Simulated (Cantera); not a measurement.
An adiabatic, constant-pressure homogeneous reactor starts with CH4 : CO : O2 : N2 = 1 : 0.048 : 1.45 : 5.44 (molar parts), equivalence ratio 1.4, at 1275 K and 1.01 bar. Integrator tolerance rtol = 1e-08.

Detailed kinetics in Cantera: GRI-Mech 3.0 (53 species, 325 reactions).

Question: What does this change do: CH4 1 to 0.75 parts?

Answer: 
```tsv
quantity	before	after
time of steepest temperature rise	20.1 ms	17.2 ms
temperature at 1.00 s	2632 K	2664 K
equilibrium temperature	2632 K	2664 K
x(CH4) at 1.00 s	<1e-12 (gas-phase equilibrium <1e-12)	<1e-12 (gas-phase equilibrium <1e-12)
x(CO) at 1.00 s	0.0828 (gas-phase equilibrium 0.0828)	0.0420 (gas-phase equilibrium 0.0420)
x(O2) at 1.00 s	0.00115 (gas-phase equilibrium 0.00115)	0.0131 (gas-phase equilibrium 0.0131)
x(C2H6) at 1.00 s	<1e-12 (gas-phase equilibrium <1e-12)	<1e-12 (gas-phase equilibrium <1e-12)
x(C2H) at 1.00 s	<1e-12 (gas-phase equilibrium <1e-12)	<1e-12 (gas-phase equilibrium <1e-12)
x(CH2) at 1.00 s	<1e-12 (gas-phase equilibrium <1e-12)	<1e-12 (gas-phase equilibrium <1e-12)
```

Question: What does this change do: 0.032 parts C2H6 added?

Answer: 
```
quantity                                                            before                                      after
---------------------------------  ---------------------------------------  -----------------------------------------
time of steepest temperature rise                                  20.1 ms                                    9.27 ms
temperature at 1.00 s                                               2632 K                                     2606 K
equilibrium temperature                                             2632 K                                     2606 K
x(CH4) at 1.00 s                     <1e-12 (gas-phase equilibrium <1e-12)      <1e-12 (gas-phase equilibrium <1e-12)
x(CO) at 1.00 s                      0.0828 (gas-phase equilibrium 0.0828)      0.0918 (gas-phase equilibrium 0.0918)
x(O2) at 1.00 s                    0.00115 (gas-phase equilibrium 0.00115)  0.000593 (gas-phase equilibrium 0.000593)
x(C2H6) at 1.00 s                    <1e-12 (gas-phase equilibrium <1e-12)      <1e-12 (gas-phase equilibrium <1e-12)
x(C2H) at 1.00 s                     <1e-12 (gas-phase equilibrium <1e-12)      <1e-12 (gas-phase equilibrium <1e-12)
x(CH2) at 1.00 s                     <1e-12 (gas-phase equilibrium <1e-12)      <1e-12 (gas-phase equilibrium <1e-12)
```

Question: What does this change do: initial temperature 1275 to 1800 K?

Answer: 
```csv
quantity,before,after
time of steepest temperature rise,20.1 ms,0.118 ms
temperature at 1.00 s,2632 K,2856 K
equilibrium temperature,2632 K,2856 K
x(CH4) at 1.00 s,<1e-12 (gas-phase equilibrium <1e-12),<1e-12 (gas-phase equilibrium <1e-12)
x(CO) at 1.00 s,0.0828 (gas-phase equilibrium 0.0828),0.0881 (gas-phase equilibrium 0.0881)
x(O2) at 1.00 s,0.00115 (gas-phase equilibrium 0.00115),0.00461 (gas-phase equilibrium 0.00461)
x(C2H6) at 1.00 s,<1e-12 (gas-phase equilibrium <1e-12),<1e-12 (gas-phase equilibrium <1e-12)
x(C2H) at 1.00 s,<1e-12 (gas-phase equilibrium <1e-12),<1e-12 (gas-phase equilibrium <1e-12)
x(CH2) at 1.00 s,<1e-12 (gas-phase equilibrium <1e-12),<1e-12 (gas-phase equilibrium <1e-12)
```
